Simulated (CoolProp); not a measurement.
Properties of isobutane along the isobar 0.873 MPa (Tc = 407.8 K, pc = 3.629 MPa, ω = 0.184).

The numbers come from the reference Helmholtz-energy equation of state, Bücker 2006 in CoolProp.

```json
[
 {"T (K)": "392.7", "phase": "gas", "Z": "0.9006", "cp (kJ/(kg K))": "2.226", "expansivity (1/kK)": "3.568", "conductivity (mW/(m K))": "28.5", "fugacity coefficient": "0.9090"},
 {"T (K)": "411", "phase": "gas", "Z": "0.9157", "cp (kJ/(kg K))": "2.287", "expansivity (1/kK)": "3.235", "conductivity (mW/(m K))": "30.9", "fugacity coefficient": "0.9215"},
 {"T (K)": "429.2", "phase": "gas", "Z": "0.9278", "cp (kJ/(kg K))": "2.352", "expansivity (1/kK)": "2.975", "conductivity (mW/(m K))": "33.4", "fugacity coefficient": "0.9319"},
 {"T (K)": "447.4", "phase": "gas", "Z": "0.9377", "cp (kJ/(kg K))": "2.419", "expansivity (1/kK)": "2.763", "conductivity (mW/(m K))": "36.1", "fugacity coefficient": "0.9406"},
 {"T (K)": "465.6", "phase": "gas", "Z": "0.9459", "cp (kJ/(kg K))": "2.486", "expansivity (1/kK)": "2.585", "conductivity (mW/(m K))": "38.8", "fugacity coefficient": "0.9480"},
 {"T (K)": "483.9", "phase": "gas", "Z": "0.9529", "cp (kJ/(kg K))": "2.554", "expansivity (1/kK)": "2.433", "conductivity (mW/(m K))": "41.6", "fugacity coefficient": "0.9544"},
 {"T (K)": "502.1", "phase": "gas", "Z": "0.9587", "cp (kJ/(kg K))": "2.620", "expansivity (1/kK)": "2.302", "conductivity (mW/(m K))": "44.4", "fugacity coefficient": "0.9598"},
 {"T (K)": "520.3", "phase": "gas", "Z": "0.9638", "cp (kJ/(kg K))": "2.686", "expansivity (1/kK)": "2.187", "conductivity (mW/(m K))": "47.4", "fugacity coefficient": "0.9645"},
 {"T (K)": "538.5", "phase": "gas", "Z": "0.9681", "cp (kJ/(kg K))": "2.750", "expansivity (1/kK)": "2.086", "conductivity (mW/(m K))": "50.4", "fugacity coefficient": "0.9686"},
 {"T (K)": "556.8", "phase": "gas", "Z": "0.9719", "cp (kJ/(kg K))": "2.813", "expansivity (1/kK)": "1.994", "conductivity (mW/(m K))": "53.5", "fugacity coefficient": "0.9722"},
 {"T (K)": "575", "phase": "gas", "Z": "0.9751", "cp (kJ/(kg K))": "2.874", "expansivity (1/kK)": "1.912", "conductivity (mW/(m K))": "56.7", "fugacity coefficient": "0.9754"}
]
```

Thermal conductivity comes from a separate model (Perkins 2002).
